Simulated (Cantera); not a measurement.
Input: 1 mol SiCl4, 22 mol N2, 12 mol H2, at 1823 K.

Cantera equilibrium calculation (NASA polynomials, part measured and part estimated; ideal gas, pure solids and liquids). Candidate condensed phases: NH4Cl, Si, Si3N4; 28 gas species. The tables' values for SiCl3 are old estimates; treat these amounts as uncertain. Kinetics and transport are ignored.

At 1.00 bar, list the 4 most abundant gas species with their mole fractions, and the condensed phases.

N2 0.606, H2 0.290, HCl 0.0958, SiCl2 0.00724. Condensed: Si3N4(s).
